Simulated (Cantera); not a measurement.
**HgO + H2 (iron carbonyl, mercury and lead vapours)**

Charge: 1 mol HgO, a varied amount of H2, held at 1198.15 K and 3.00 bar.

Equilibrium computed with Cantera from the NASA thermochemical tables; the gas is ideal and each condensed phase is pure. Candidate condensed phases: H2O, Hg, HgO; 10 gas species. Equilibrium is a limit: real reactors are often held back by kinetics, nucleation or transport.

From 0.049 mol H2 to 9.4 mol H2 nothing is condensed. The main Hg-bearing gas is Hg throughout.

```tsv
n(H2) (mol)	log p H2	log p Hg	log p H2O	log p O2	log p OH	log p H
0.049	-8.91	0.29	-1.02	-0.03	-5.38	-11.18
0.082	-8.69	0.29	-0.80	-0.05	-5.28	-11.06
0.14	-8.44	0.28	-0.57	-0.09	-5.17	-10.94
0.24	-8.19	0.27	-0.35	-0.15	-5.08	-10.81
0.4	-7.93	0.25	-0.15	-0.28	-5.01	-10.68
0.68	-7.58	0.21	0.04	-0.58	-4.99	-10.51
1.1	-0.85	0.15	0.15	<-11	-8.24	-7.14
1.9	-0.03	0.01	0.01	<-11	-8.79	-6.74
3.3	0.21	-0.16	-0.16	<-11	-9.08	-6.62
5.6	0.32	-0.34	-0.34	<-11	-9.32	-6.56
9.4	0.38	-0.54	-0.54	<-11	-9.55	-6.53
```
log p: log10 of the partial pressure in bar; nothing condenses.
